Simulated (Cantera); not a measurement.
Feed: 1 mol CH3F, a varied amount of F2, held at 3227 °C and 10000 Pa.

Equilibrium computed with Cantera from the NASA thermochemical tables; the gas is ideal and each condensed phase is pure. Candidate condensed phases: C, C6H6, C7H8, C8H18; 95 gas species. The numbers say what is thermodynamically allowed, not how fast it happens.

log p: log10 of the partial pressure in bar; nothing condenses.

| n(F2) (mol) | log p HF | log p H | log p F | log p C3 | log p H2 | log p CF | log p C | log p C2 | log p C2H |
|---|---|---|---|---|---|---|---|---|---|
| 0.035 | -1.53 | -1.32 | -2.53 | -2.15 | -2.18 | -3.29 | -2.73 | -2.89 | -2.90 |
| 0.056 | -1.51 | -1.33 | -2.51 | -2.15 | -2.20 | -3.27 | -2.73 | -2.90 | -2.91 |
| 0.088 | -1.49 | -1.34 | -2.48 | -2.15 | -2.22 | -3.24 | -2.73 | -2.90 | -2.92 |
| 0.14 | -1.46 | -1.36 | -2.43 | -2.16 | -2.26 | -3.19 | -2.73 | -2.90 | -2.94 |
| 0.22 | -1.42 | -1.39 | … | -2.16 | … | … | -2.74 | -2.90 | -2.98 |
| 0.35 | -1.37 | -1.45 | -2.25 | -2.17 | -2.44 | -3.02 | -2.74 | -2.91 | -3.04 |
| 0.56 | … | … | … | -2.19 | … | … | -2.75 | -2.92 | … |
| 0.88 | -1.26 | -1.72 | -1.87 | -2.24 | -2.98 | -2.66 | -2.76 | -2.95 | -3.36 |
| 1.4 | -1.27 | -1.99 | -1.61 | -2.35 | -3.51 | -2.44 | -2.80 | -3.03 | -3.70 |

Some entries are withheld; supply them.


- 0.56, log p HF: -1.31
- 0.56, log p H: -1.55
- 0.56, log p F: -2.09
- 0.56, log p H2: -2.64
- 0.56, log p CF: -2.86
- 0.56, log p C2H: -3.16
- 0.22, log p F: -2.36
- 0.22, log p H2: -2.33
- 0.22, log p CF: -3.12
